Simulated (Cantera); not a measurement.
A freely propagating, adiabatic, planar premixed flame of 18.1 % H2, 16.5 % O2, 62.0 % N2, 3.44 % H2O, unburnt at 350 K and 9.60 bar; mixture-averaged transport, grid criteria slope 0.08 and curve 0.16, no radiation.

Detailed kinetics in Cantera: the H2/O2 subset of GRI-Mech 3.0, which has no nitrogen chemistry. The hydrogen kinetics of GRI-Mech 3.0 are dated; newer H2 mechanisms differ, most at raised pressure. Burning velocities carry a grid error of a few per cent, more on coarse grids. Lean hydrogen flames are cellular in practice and burn faster than this planar one.

**Question.** Predict: laminar burning velocity; thermal thickness; peak x(H); peak x(H2O2); peak x(HO2).

**Answer.** 
```json
{
 "laminar_burning_velocity": "10.4 cm/s",
 "thermal_thickness": "0.149 mm",
 "peak x(H)": "0.000118",
 "peak x(H2O2)": "0.000227",
 "peak x(HO2)": "0.000364"
}
```
